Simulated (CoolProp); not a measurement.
Vapour-liquid equilibrium of carbon dioxide (1) + ethane (2) at 251.2 K; x and y are mole fractions of (1).

Computed with CoolProp (multi-fluid Helmholtz-energy mixture model, Span 1996 and Bücker 2006; pair parameters Kunz 2012).

### Question
Give the bubble pressure and the first vapour's composition at x = 0.275, 0.35, 0.5. Is there an azeotrope?

### Answer
x = 0.275: 1.926 MPa, y = 0.417; x = 0.35: 2.020 MPa, y = 0.478; x = 0.5: 2.141 MPa, y = 0.576. y crosses x between x = 0.65 and 0.725: the model has an azeotrope there.

The pair parameters rest on a limited set of measurements; away from them the model extrapolates.
